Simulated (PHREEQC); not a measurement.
Solution (25 °C): 0.012 mol HF, 0.00063 mol NaF and 0.0015 mol (NH4)2SiF6 per kg of water. Closed to the air; pH follows from the charge balance.

Model: ion-association model, phreeqc.dat, run in PHREEQC.

### Question
The ionic strength comes out as 0.00762 mol/kgw. What activity coefficients do NH4+, F-, SiF6-2, H+, Na+ get?

### Answer
NH4+ 0.91, F- 0.91, SiF6-2 0.70, H+ 0.92, Na+ 0.91.

Precipitation was switched off in this run. SiF6-2 is the database's only silicon fluoride.
